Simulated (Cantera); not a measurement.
Charge: 1 mol Cu₂O, 2.5 mol CH₄, 11 mol H₂, equilibrated at 0.133 bar.

These are equilibrium values from Cantera (NASA tables, ideal gas, pure condensed phases), not measurements of a reactor. Candidate condensed phases: C, C₆H₆, C₇H₈, C₈H₁₈, Cu, CuO, Cu(OH)₂, Cu₂O, H₂O; 113 gas species. The numbers say what is thermodynamically allowed, not how fast it happens.

At 850 °C, list the 4 most abundant gas species with their mole fractions, and the condensed phases.

H₂ 0.938, CO 0.0585, CH₄ 0.00344, H₂O 0.000483. Condensed: C(graphite) + Cu(s).
